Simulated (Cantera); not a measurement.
Charge: 1 mol Al₂O₃, 0.017 mol N₂, held at 1573.15 K and 0.0188 Torr.

Equilibrium computed with Cantera from the NASA thermochemical tables; the gas is ideal and each condensed phase is pure. Candidate condensed phases: Al, AlN, Al₂O₃; 16 gas species. Rates play no part.

Base state: N₂ 1.00 (mole fractions); condensed: Al₂O₃(s).

Problem. What changes in the equilibrium state with this change: 0.0017 mol Cl₂ added?

Solution. 
```tsv
species	before	after
N₂	1.00	0.833
Cl	0	0.166
Cl₂	0	7.93e-5
AlCl₃	0	3.72e-5
O₂	<1e-9	1.75e-5
NO	1.83e-8	1.62e-5
Al₂O₃(s), mol	1.00	1.00
```
Further candidate phases: AlCl₃.
